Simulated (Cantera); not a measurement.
Mixture: CH4 : O2 : N2 = 1 : 2.06 : 7.75 (molar parts), at 1.80 bar, adiabatic and at constant pressure. Ignition delay is the time to a rise of 400 K.

Computed with Cantera and GRI-Mech 3.0 (53 species, 325 reactions).

### Question
At T0 = 1550 K, what is the delay, and which 5 reactions control it most (d ln τ / d ln k, from doubling and halving each rate constant)?

### Answer
The delay is 0.457 ms.
| reaction | d ln τ / d ln k | faster rate |
|---|---|---|
| CH3 + O2 <=> CH3O + O | -0.44 | shortens it |
| H + O2 <=> O + OH | -0.34 | shortens it |
| 2 CH3 (+M) <=> C2H6 (+M) | 0.32 | lengthens it |
| CH4 + H <=> CH3 + H2 | 0.25 | lengthens it |
| CH3 + HO2 <=> CH3O + OH | -0.17 | shortens it |
